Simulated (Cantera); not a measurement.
## Thermodynamics of hydrogen reduction and annealing atmospheres, feed V2O3 + H2 + N2

Charge: 1 mol V2O3, a varied amount of H2, 1.4 mol N2, at 1350 K and 12.0 Pa.

Equilibrium computed with Cantera from the NASA thermochemical tables; the gas is ideal and each condensed phase is pure. Candidate condensed phases: H2O, V, VN, VO, V2O3, V2O4, V2O5; 28 gas species. Mutual solubility and eutectic melting of coexisting phases are not modelled. VO: taken at fixed stoichiometry. Condensed phases not in the tables: the oxides between V2O3 and V2O5 other than VO2. Equilibrium is a limit: real reactors are often held back by kinetics, nucleation or transport.

```
n(H2) (mol)  log p H2  log p N2  log p H2O  log p H  n VO(s)  n V2O3(s)
-----------  --------  --------  ---------  -------  -------  ---------
230             -3.92     -6.14      -6.76    -7.58    0.663      0.669
690             -3.92     -6.61      -6.76    -7.58     1.99    0.00562
1100            -3.92     -6.82      -6.96    -7.58     2.00          0
1600            -3.92     -6.98      -7.13    -7.58     2.00          0
2100            -3.92     -7.10      -7.24    -7.58     2.00          0
2500            -3.92     -7.17      -7.32    -7.58     2.00          0
3000            -3.92     -7.25      -7.40    -7.58     2.00          0
```
log p: log10 of the partial pressure in bar; n: condensed amount in mol.

From 230 mol H2 to 690 mol H2 the condensed part is VO(s) + V2O3(s). From 1100 mol H2 to 3000 mol H2 the condensed part is VO(s).
